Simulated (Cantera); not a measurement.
A closed system holds: 1 mol Cr2O3, 1.8 mol H2, at 2700 Pa.

Method: chemical equilibrium by Gibbs-energy minimisation in Cantera with the NASA 1993 tables (ideal gas, pure condensed phases). Candidate condensed phases: Cr, Cr2O3, H2O; 13 gas species. Rates play no part. All values below are at 1923 K.

Base state: H2 0.969, H2O 0.0152, Cr 0.0101, H 0.00564, CrO 9.80e-5 (mole fractions); condensed: Cr2O3(s).

### Question
What changes in the equilibrium state with this change: Cr2O3 replaced by Al2O3?

### Answer
```json
[
 {"species": "H2", "before": "0.969", "after": "0.994"},
 {"species": "H", "before": "0.00564", "after": "0.00572"},
 {"species": "H2O", "before": "0.0152", "after": "0.000185"},
 {"species": "Cr", "before": "0.0101", "after": "0"},
 {"species": "Al", "before": "0", "after": "9.07e-5"},
 {"species": "CrO", "before": "9.80e-5", "after": "0"},
 {"species": "Al2O", "before": "0", "after": "1.87e-5"},
 {"species": "Cr2O3(s), mol", "before": "0.991", "after": "0"},
 {"species": "Al2O3(s), mol", "before": "0", "after": "1.000"}
]
```
Further candidate phases: Al, Al2O3.

### Question
What changes in the equilibrium state with this change: pressure from 2700 Pa to 210000 Pa?

### Answer
```
species         before     after
-------------  -------  --------
H2               0.969     0.988
H2O             0.0152    0.0109
H              0.00564  0.000646
Cr              0.0101  0.000221
CrO            9.80e-5   1.50e-6
Cr2O3(s), mol    0.991     0.993
Cr(s), mol           0    0.0127
```
Mutual solubility and eutectic melting of coexisting phases are not modelled.
